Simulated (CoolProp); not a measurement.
Computed with CoolProp (reference Helmholtz-energy equation of state, Gao 2022).

Task: For n-perfluoropentane, give the phase and the Z, speed of sound (m/s), Joule-Thomson coefficient (K/MPa), isothermal compressibility (1/MPa) at 226.85 °C and 0.387 MPa.

Result: 
- 226.85 °C and 0.387 MPa: gas; Z 0.966, speed of sound 118, Joule-Thomson coefficient 4.93, isothermal compressibility 2.68
